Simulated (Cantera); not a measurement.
## Thermodynamics of carbon deposition, reforming and gasification, feed CH₄ + H₂ + O₂

Input: 1 mol CH₄, 7.2 mol H₂, 0.16 mol O₂, equilibrated at 1025 °C.

These are equilibrium values from Cantera (NASA tables, ideal gas, pure condensed phases), not measurements of a reactor. Candidate condensed phases: C, C₆H₆, C₇H₈, C₈H₁₈, H₂O; 110 gas species. The ideal-gas law is rough above about 30 bar. The numbers say what is thermodynamically allowed, not how fast it happens.

From 0.000100 bar to 6.30 bar the condensed part is C(graphite). At 100 bar nothing is condensed. The main C-bearing gas is CO at 0.000100 bar and CH₄ at 100 bar.

| P (Pa) | x H₂ | x CH₄ | x CO | x H₂O | n C(graphite) |
|---|---|---|---|---|---|
| 10 | 0.966 | 7.44e-7 | 0.0336 | 3.02e-8 | 0.680 |
| 160 | 0.966 | 1.19e-5 | 0.0336 | 4.83e-7 | 0.680 |
| 2500 | 0.966 | 0.000186 | 0.0336 | 7.55e-6 | 0.678 |
| 40000 | 0.963 | 0.00296 | 0.0336 | 0.000120 | 0.653 |
| 630000 | 0.922 | 0.0427 | 0.0332 | 0.00180 | 0.307 |
| 10000000 | 0.849 | 0.112 | 0.00756 | 0.0306 | 0 |
x: gas mole fraction; n: condensed amount in mol.
